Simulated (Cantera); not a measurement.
## Premixed flame

A freely propagating, adiabatic, planar premixed flame of H2 : O2 : N2 : H2O = 1 : 0.862 : 3.24 : 0.17 (molar parts), equivalence ratio 0.58, unburnt at 575 K and 0.130 bar; mixture-averaged transport, grid criteria slope 0.08 and curve 0.16, no radiation.

Cantera simulation using the H2/O2 subset of GRI-Mech 3.0, which has no nitrogen chemistry; the numbers are that mechanism's predictions, not measurements. Burning velocities carry a grid error of a few per cent, more on coarse grids. Lean hydrogen flames are cellular in practice and burn faster than this planar one.

| z (mm) | T (K) | u (m/s) | x H2 | x O2 | x H2O | x H | x H2O2 | x O |
|---|---|---|---|---|---|---|---|---|
| -18.0 | 575 | 3.65 | 0.190 | 0.164 | 0.0322 | <1e-8 | <1e-8 | <1e-8 |
| -12.0 | 575 | 3.65 | 0.190 | 0.164 | 0.0322 | <1e-8 | <1e-8 | <1e-8 |
| -9.01 | 575 | 3.65 | 0.190 | 0.164 | 0.0322 | <1e-8 | <1e-8 | <1e-8 |
| -6.01 | 575 | 3.65 | 0.190 | 0.164 | 0.0322 | 1.28e-7 | <1e-8 | <1e-8 |
| -3.00 | 588 | 3.72 | 0.186 | 0.164 | 0.0332 | 0.000215 | 1.74e-6 | 9.43e-6 |
| -1.50 | 722 | 4.50 | 0.162 | 0.160 | 0.0467 | 0.00464 | 1.98e-6 | 0.000231 |
| 0 | 1042 | 6.32 | 0.0808 | 0.130 | 0.114 | 0.0270 | 9.91e-7 | 0.00499 |
| 1.50 | 1284 | 7.71 | 0.0242 | 0.0906 | 0.182 | 0.0366 | 1.30e-6 | 0.0125 |
| 3.00 | 1402 | 8.37 | 0.0166 | 0.0823 | 0.196 | 0.0308 | 9.93e-7 | 0.0136 |
| 6.01 | 1528 | 9.05 | 0.0147 | 0.0793 | 0.205 | 0.0217 | 5.84e-7 | 0.0121 |
| 12.0 | 1653 | 9.71 | 0.0122 | 0.0771 | 0.214 | 0.0133 | 3.04e-7 | 0.00961 |
| 24.0 | 1763 | 10.3 | 0.00873 | 0.0756 | 0.223 | 0.00689 | 1.63e-7 | 0.00663 |
| 48.1 | 1851 | 10.7 | 0.00525 | 0.0750 | 0.231 | 0.00286 | 9.42e-8 | 0.00386 |
x: mole fraction of selected species; z is measured from the peak of heat release.

| Item | Result |
|---|---|
| laminar burning velocity | 365 cm/s |
| thermal thickness | 6.01 mm |
| peak x(H) | 0.0369 |
| peak x(H2O2) | 2.59e-6 |
| peak x(O) | 0.0136 |
| grid points | 131 |
